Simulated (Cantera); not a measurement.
Charge: 1 mol Si, 1.8 mol NF3, equilibrated at 650 °C and 0.290 bar.

These are equilibrium values from Cantera (NASA tables, ideal gas, pure condensed phases), not measurements of a reactor. Candidate condensed phases: Si, Si3N4; 16 gas species. Equilibrium is a limit: real reactors are often held back by kinetics, nucleation or transport.

Base state: SiF4 0.387, N2 0.336, F2 0.215, F 0.0370, NF3 0.0250 (mole fractions); condensed: gas only.

Problem. What changes in the equilibrium state with this change: pressure from 0.290 bar to 54.0 mbar?

Solution. 
```tsv
species	before	after
SiF4	0.387	0.370
N2	0.336	0.331
F2	0.215	0.210
F	0.0370	0.0847
NF3	0.0250	0.00446
```
